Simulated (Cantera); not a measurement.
Input (Python, Cantera) and output of one run.

```python
import numpy as np
import cantera as ct

gas_names = """
    H H2 H2S N NH NH2 NH3 N2 N2H2 N2H4 Ni NiS S SH SN S2 S8
""".split()
cond_names = """
    Ni(cr) Ni(L) NiS(b) NiS(a) NiS(L) NiS2(s) NiS2(L) Ni3S2(I) Ni3S2(II) Ni3S2(L) Ni3S4(s) S(cr1) S(cr2)
    S(L)
""".split()


def load(file, names, dense=False):
    # The tables refer to 1 bar. Condensed volumes are neglected.
    table = {s.name: s for s in ct.Species.list_from_file(file)}
    out = []
    for n in names:
        d = dict(table[n].input_data)
        d["thermo"] = dict(d["thermo"], **{"reference-pressure": 1e5})
        if dense:
            d["equation-of-state"] = {"model": "constant-volume", "density": "1e6 g/cm^3"}
        out.append(ct.Species.from_dict(d))
    return out


gas = ct.Solution(thermo="ideal-gas", species=load("nasa_gas.yaml", gas_names))
cond = {s.name: ct.Solution(thermo="fixed-stoichiometry", species=[s], name=s.name)
        for s in load("nasa_condensed.yaml", cond_names, dense=True)}
atoms = {
    'NiS': {'Ni': 1, 'S': 1},
    'H2': {'H': 2},
    'N2': {'N': 2},
}
top_T = {'Ni3S4(s)': 620}  # K; cautious upper limits of use, not melting points


def equilibrate(T, P, feed):
    n = {}
    for name, mol in feed.items():
        for a, k in atoms[name].items():
            n[a] = n.get(a, 0.0) + k * mol
    gas.TPX = T, P, n
    mass = sum(n.values()) * gas.mean_molecular_weight
    gas.equilibrate("TP")
    valid = [c for c in cond.values() if c.min_temp <= T <= top_T.get(c.name, c.max_temp)]
    mix = ct.Mixture([(gas, mass / gas.mean_molecular_weight)] + [(c, 0.0) for c in valid])
    mix.T, mix.P = T, P
    mix.equilibrate("TP", solver="vcs", rtol=1e-11, max_steps=5000)
    return mix


results = []
feed = {'NiS': 1, 'H2': 520, 'N2': 0.77}  # mol
P = 19  # Pa
for T in [1025, 1075, 1125, 1175, 1225, 1275, 1325, 1375, 1425, 1475, 1525, 1575, 1625]:
    mix = equilibrate(T, P, feed)
    results.append((T, P, feed, dict(zip(mix.species_names, mix.species_moles))))

top = {s: max(r[3][s] / sum(r[3][g] for g in gas_names) for r in results) for s in gas_names}
cols = sorted((s for s in top if top[s] > 0.001), key=lambda s: -top[s])[:7]
seen = [c for c in cond_names if any(r[3].get(c, 0) > 1e-12 for r in results)]
print("log10 of partial pressures in bar; condensed amounts in mol")
print(f"{'T/K':>10s}" + "".join(f"{s[:9]:>10s}" for s in cols + seen))
for T, P, feed, n in results:
    ng = sum(n[g] for g in gas_names)
    print(f"{T:10.4g}" + "".join(f"{np.log10(max(n[s] / ng * P / 1e5, 1e-99)):10.3f}" for s in cols)
          + "".join(f"{n.get(c, 0):10.4g}" for c in seen))
```

It prints:

```
log10 of partial pressures in bar; condensed amounts in mol
       T/K        H2         H       H2S        Ni        N2    Ni(cr)
      1025    -3.723   -10.222    -6.439   -14.123    -6.551         1
      1075    -3.723    -9.695    -6.441   -13.115    -6.551         1
      1125    -3.723    -9.214    -6.445   -12.198    -6.551         1
      1175    -3.723    -8.773    -6.453   -11.359    -6.551         1
      1225    -3.723    -8.368    -6.468   -10.590    -6.551    0.9999
      1275    -3.723    -7.994    -6.494    -9.882    -6.551    0.9996
      1325    -3.723    -7.648    -6.532    -9.228    -6.552    0.9981
      1375    -3.723    -7.327    -6.584    -8.623    -6.552    0.9927
      1425    -3.723    -7.028    -6.649    -8.060    -6.552    0.9741
      1475    -3.723    -6.749    -6.724    -7.537    -6.552    0.9154
      1525    -3.724    -6.488    -6.810    -7.049    -6.552    0.7435
      1575    -3.724    -6.244    -6.906    -6.592    -6.553    0.2737
      1625    -3.726    -6.014    -7.005    -6.450    -6.554         0
```

Method: chemical equilibrium by Gibbs-energy minimisation in Cantera with the NASA 1993 tables (ideal gas, pure condensed phases). Gases not in the tables: S3 to S7.
